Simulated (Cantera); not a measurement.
An adiabatic, constant-pressure homogeneous reactor starts with 38.7 % H₂, 12.9 % O₂, 48.4 % N₂, at 1450 K and 1.48 atm.

Detailed kinetics in Cantera: the H2/O2 subset of GRI-Mech 3.0, which has no nitrogen chemistry.

x: mole fraction; the columns are a selection and need not sum to one.

| t (s) | T (K) | x H₂ | x O₂ | x O | x HO₂ | x H | x H₂O₂ | x H₂O |
|---|---|---|---|---|---|---|---|---|
| 3.00e-6 | 1450 | 0.387 | 0.129 | 7.87e-7 | 1.16e-6 | 7.79e-6 | 2.62e-8 | 8.21e-6 |
| 7.25e-6 | 1453 | 0.384 | 0.128 | 0.000202 | 5.13e-5 | 0.00200 | 1.17e-6 | 0.00238 |
| 1.75e-5 | 2151 | 0.127 | 0.00968 | 0.0134 | 6.72e-6 | 0.105 | 4.93e-7 | 0.214 |
| 4.24e-5 | 2590 | 0.139 | 0.00481 | 0.00675 | 3.07e-6 | 0.0604 | 2.13e-7 | 0.240 |
| 0.000103 | 2827 | 0.142 | [?] | [?] | [?] | [?] | 2.03e-7 | 0.258 |
| 0.000248 | 2878 | 0.143 | 0.00196 | 0.00268 | 1.81e-6 | 0.0335 | 2.03e-7 | 0.262 |
| 0.000599 | 2879 | 0.143 | 0.00195 | 0.00267 | 1.81e-6 | 0.0334 | 2.03e-7 | 0.262 |
| 0.00145 | 2879 | 0.143 | 0.00195 | 0.00267 | 1.81e-6 | 0.0334 | 2.03e-7 | 0.262 |
| 0.00350 | 2879 | 0.143 | 0.00195 | 0.00267 | 1.81e-6 | 0.0334 | 2.03e-7 | 0.262 |
| 0.00847 | 2879 | 0.143 | 0.00195 | 0.00267 | 1.81e-6 | 0.0334 | 2.03e-7 | 0.262 |
| 0.0205 | 2879 | 0.143 | 0.00195 | 0.00267 | 1.81e-6 | 0.0334 | 2.03e-7 | 0.262 |
| 0.0495 | 2879 | 0.143 | 0.00195 | 0.00267 | 1.81e-6 | 0.0334 | 2.03e-7 | 0.262 |
| 0.120 | 2879 | 0.143 | 0.00195 | 0.00267 | 1.81e-6 | 0.0334 | 2.03e-7 | 0.262 |
| 0.290 | 2879 | 0.143 | 0.00195 | 0.00267 | 1.81e-6 | 0.0334 | 2.03e-7 | 0.262 |
| 0.700 | 2879 | 0.143 | 0.00195 | 0.00267 | 1.81e-6 | 0.0334 | 2.03e-7 | 0.262 |

Task: Some entries are withheld; supply them.

Result: 
- 0.000103, x O₂: 0.00243
- 0.000103, x O: 0.00334
- 0.000103, x HO₂: 2.06e-6
- 0.000103, x H: 0.0382
